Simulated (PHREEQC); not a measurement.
A solution holds 29 mmol/kgw HF and 6.8 mmol/kgw NH4F, at 25 °C. Closed to the air; pH follows from the charge balance.

All values are PHREEQC results (ion-association model, phreeqc.dat), not measurements.

This is a speciation only: nothing precipitates in the calculation.

Task: Order these F species by the share of F that they hold, largest first: HF, F-, HF2-.

Result: HF (72 %), F- (24 %), HF2- (4.6 %)

The pH is 2.65 and the ionic strength 0.00926 mol/kgw.
